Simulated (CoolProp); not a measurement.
Computed with CoolProp (reference Helmholtz-energy equation of state, Lemmon 2005). It is a short technical equation, of lower accuracy than the large ones.

For isobutene, give the phase and the Z, cv (kJ/(kg K)) at 550 K and 10 MPa.


- 550 K and 10 MPa: supercritical; Z 0.702, cv 2.42
